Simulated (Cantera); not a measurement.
# Transport properties of process gases

Gas mixture: 78.8 % C₂H₂, 21.2 % CH₃OH, at 1.01 bar, frozen composition.

Cantera's kinetic-theory transport with the Lennard-Jones parameters of GRI-Mech 3.0, ideal gas; thermal conductivity in the multicomponent form. Polar gases are described roughly by these parameters. The composition is frozen, though it would react at the higher temperatures.

```
T (K)  ρ (kg/m³)  cp (J/kg/K)  μ (µPa s)  λ (mW/m/K)     Pr  D (cm²/s) CH₄  D (cm²/s) OH  D (cm²/s) N₂
-----  ---------  -----------  ---------  ----------  -----  -------------  ------------  ------------
400        0.832         1849       13.5        34.0  0.733          0.296         0.418         0.277
650        0.512         2269       20.4        62.7  0.736          0.705         0.974         0.651
900        0.370         2555       26.2        90.7  0.737           1.24          1.70          1.14
1150       0.289         2783       31.3         118  0.737           1.88          2.56          1.72
1400       0.238         2955       35.9         144  0.737           2.62          3.56          2.39
1650       0.202         3087       40.2         169  0.736           3.45          4.68          3.14
```
D: mixture-averaged diffusion coefficient of that species in the mixture.
